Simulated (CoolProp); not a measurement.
The fluid at 462.55 K and 0.417 MPa flows at 19 m/s in a round tube of 100 mm bore and 0.25 µm roughness, fully developed (64/Re and Nu = 3.66 if laminar; Colebrook and Gnielinski if turbulent). The same conditions are run with several fluids, on thermodynamics alone (safety and materials aside).

Computed with CoolProp (reference Helmholtz-energy equation of state of each fluid (R407C: Lemmon 2003; carbon dioxide: Span 1996; benzene: Thol 2012; R152A: Outcalt 1996; oxygen: Schmidt 1985)). Blends and air are pseudo-pure fits.

```
fluid           Reynolds number  Darcy friction factor  pressure drop (Pa/m)  heat-transfer coefficient (W/(m² K))  mass flow (kg/h)
--------------  ---------------  ---------------------  --------------------  ------------------------------------  ----------------
R407C                    940000                 0.0118                   202                                   309        (withheld)
carbon dioxide           406000                 0.0137                   118                                   171              2570
benzene                 1470000                 0.0110                   178                                   440              4830
R152A                    811000                 0.0121            (withheld)                                   318              3920
oxygen               (withheld)                 0.0153                  95.5                                   135        (withheld)
```

**Question.** Complete the blanks.

**Answer.** 
- R407C, mass flow (kg/h): 5090
- R152A, pressure drop (Pa/m): 160
- oxygen, Reynolds number: 228000
- oxygen, mass flow (kg/h): 1860

Above 300 K oxygen's equation is extrapolated.

Transport values come from each fluid's own correlations; those of R152A are estimates that may be off by 10 % or more.
